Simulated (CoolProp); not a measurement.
Properties of fluoroethane (R161) along the isotherm 450 K (Tc = 375.2 K, pc = 5010 kPa, ω = 0.216).

Computed with CoolProp (reference Helmholtz-energy equation of state, Wu 2012).

```json
[
 {"p (kPa)": "7.92", "phase": "gas", "density (kg/m³)": "0.1018", "cp (kJ/(kg K))": "1.686"},
 {"p (kPa)": "11.6", "phase": "gas", "density (kg/m³)": "0.1491", "cp (kJ/(kg K))": "1.686"},
 {"p (kPa)": "17.1", "phase": "gas", "density (kg/m³)": "0.2198", "cp (kJ/(kg K))": "1.687"},
 {"p (kPa)": "25", "phase": "gas", "density (kg/m³)": "0.3214", "cp (kJ/(kg K))": "1.687"},
 {"p (kPa)": "36.8", "phase": "gas", "density (kg/m³)": "0.4734", "cp (kJ/(kg K))": "1.688"},
 {"p (kPa)": "54", "phase": "gas", "density (kg/m³)": "0.6951", "cp (kJ/(kg K))": "1.688"},
 {"p (kPa)": "79.2", "phase": "gas", "density (kg/m³)": "1.020", "cp (kJ/(kg K))": "1.689"},
 {"p (kPa)": "116", "phase": "gas", "density (kg/m³)": "1.497", "cp (kJ/(kg K))": "1.691"},
 {"p (kPa)": "171", "phase": "gas", "density (kg/m³)": "2.211", "cp (kJ/(kg K))": "1.694"},
 {"p (kPa)": "250", "phase": "gas", "density (kg/m³)": "3.243", "cp (kJ/(kg K))": "1.697"},
 {"p (kPa)": "368", "phase": "gas", "density (kg/m³)": "4.796", "cp (kJ/(kg K))": "1.703"},
 {"p (kPa)": "540", "phase": "gas", "density (kg/m³)": "7.086", "cp (kJ/(kg K))": "1.712"},
 {"p (kPa)": "792", "phase": "gas", "density (kg/m³)": "10.50", "cp (kJ/(kg K))": "1.725"},
 {"p (kPa)": "1160", "phase": "gas", "density (kg/m³)": "15.61", "cp (kJ/(kg K))": "1.745"},
 {"p (kPa)": "1710", "phase": "gas", "density (kg/m³)": "23.56", "cp (kJ/(kg K))": "1.778"},
 {"p (kPa)": "2500", "phase": "gas", "density (kg/m³)": "35.67", "cp (kJ/(kg K))": "1.831"}
]
```
